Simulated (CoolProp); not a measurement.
The numbers come from the reference Helmholtz-energy equation of state, Lemmon 2006 in CoolProp. It is a short technical equation, of lower accuracy than the large ones.

**Question.** Give the vapour pressure (bar), enthalpy of vaporisation (kJ/kg), liquid viscosity (µPa s), vapour viscosity (µPa s) of saturated n-nonane at 193.65, 213.95, 234.25 °C.

**Answer.** 
```json
[
 {"T (°C)": "193.65", "p (bar)": "2.79", "enthalpy of vaporisation (kJ/kg)": "258", "liquid viscosity (µPa s)": "152", "vapour viscosity (µPa s)": "8.29"},
 {"T (°C)": "213.95", "p (bar)": "4.19", "enthalpy of vaporisation (kJ/kg)": "241", "liquid viscosity (µPa s)": "131", "vapour viscosity (µPa s)": "8.67"},
 {"T (°C)": "234.25", "p (bar)": "6.08", "enthalpy of vaporisation (kJ/kg)": "222", "liquid viscosity (µPa s)": "112", "vapour viscosity (µPa s)": "9.10"}
]
```

Viscosity comes from a separate model (Huber 2004).
